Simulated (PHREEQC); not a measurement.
Solution (20 °C): 0.013 mol/kgw NaHCO3, 0.018 mol/kgw NaOH and 4.7e-05 mol/kgw NaCl. Closed to the air; pH follows from the charge balance.

Computed with PHREEQC (ion-association model, wateq4f.dat).

```csv
quantity,before,after
pH,11.81,10.25
ionic strength (mol/kgw),0.0394,0.000368
Na+ (mol/kgw),0.0288,0.000310
SI of Halite (NaCl),-7.60,-11.43
```

**Question.** What was changed between the two runs?
A) NaHCO3 from 0.013 to 0.0065 mol/kgw
B) NaHCO3 replaced by NaHF2 at the same molality
C) NaCl from 4.7e-05 to 4.23e-05 mol/kgw
D) temperature from 20 to 35 °C
E) diluted 100-fold with water

**Answer.** E, diluted 100-fold with water

No solid was allowed to form.
